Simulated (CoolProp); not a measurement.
CH2F2 (R32) at 299.59 K and 0.952 MPa flows at 15 m/s in a round tube of 2 mm bore and 45 µm roughness, fully developed (64/Re and Nu = 3.66 if laminar; Colebrook and Gnielinski if turbulent). Each further row changes one setting.

Values from CoolProp's reference Helmholtz-energy equation of state, Tillner-Roth 1997.

```csv
case,Reynolds number,Darcy friction factor,pressure drop (Pa/m),heat-transfer coefficient (W/(m² K)),mass flow (kg/h)
as stated,…,…,…,…,3.85
velocity 30 m/s,101000,…,…,4770,7.70
diameter 4 mm,101000,0.0400,25500,1860,…
```

Task: Fill in the missing entries.

Result: 
- as stated, Reynolds number: 50400
- as stated, Darcy friction factor: 0.0516
- as stated, pressure drop (Pa/m): 65900
- as stated, heat-transfer coefficient (W/(m² K)): 2380
- velocity 30 m/s, Darcy friction factor: 0.0513
- velocity 30 m/s, pressure drop (Pa/m): 262000
- diameter 4 mm, mass flow (kg/h): 15.4

Viscosity comes from a separate model (Bell 2016), an estimate that may be off by 10 % or more. Thermal conductivity comes from a separate model (Huber 2003), an estimate that may be off by 10 % or more.
